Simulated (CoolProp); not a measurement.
A simple Rankine cycle with isohexane: condensing at 290.15 K, boiler at 0.472 MPa, turbine inlet 431.4 K, turbine efficiency 0.75, pump efficiency 0.6, no recuperator. Each further row changes one setting.

Model: reference Helmholtz-energy equation of state, Lemmon 2006, in CoolProp. It is a short technical equation, of lower accuracy than the large ones.

```tsv
case	thermal efficiency (%)	net work (kJ/kg)	heat in (kJ/kg)	turbine exit temperature (K)	volume ratio over the turbine
as stated	14.2	___	614	___	___
turbine inlet 451.4 K	13.9	___	662	___	22.8
condensing temperature 282.15 K	15.3	___	632	379.8	32.8
boiler pressure 0.33 MPa	___	79.1	___	390.8	15.9
turbine efficiency 0.65	12.3	75.4	614	390.2	23.4
```

Complete the blanks.


- as stated, net work (kJ/kg): 87.2
- as stated, turbine exit temperature (K): 384.6
- as stated, volume ratio over the turbine: 23.1
- turbine inlet 451.4 K, net work (kJ/kg): 92.1
- turbine inlet 451.4 K, turbine exit temperature (K): 404.9
- condensing temperature 282.15 K, net work (kJ/kg): 96.8
- boiler pressure 0.33 MPa, thermal efficiency (%): 12.8
- boiler pressure 0.33 MPa, heat in (kJ/kg): 619
